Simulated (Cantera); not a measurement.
## Thermodynamics of silicon oxide and oxynitride deposition, feed SiH₄ + O₂ + N₂

A closed system holds: 1 mol SiH₄, 19 mol O₂, 17 mol N₂, held at 1198 K and 6.50 mbar.

Equilibrium computed with Cantera from the NASA thermochemical tables; the gas is ideal and each condensed phase is pure. Candidate condensed phases: H₂O, Si, SiO₂, Si₂N₂O, Si₃N₄; 35 gas species. The tables hold silica as quartz up to 1696 K and as liquid above; real silica turns to tridymite and cristobalite and melts near 1996 K. The numbers say what is thermodynamically allowed, not how fast it happens.

```
Property                             Result
--------------------------------  ---------
x(N₂)                                 0.472
x(O₂)                                 0.472
x(H₂O)                               0.0556
x(NO)                              0.000224
x(OH)                               9.36e-6
n(SiO₂(β-quartz))                  1.00 mol
gas amount                        36.00 mol
log10 activity of Si(s) (absent)     -27.82
```
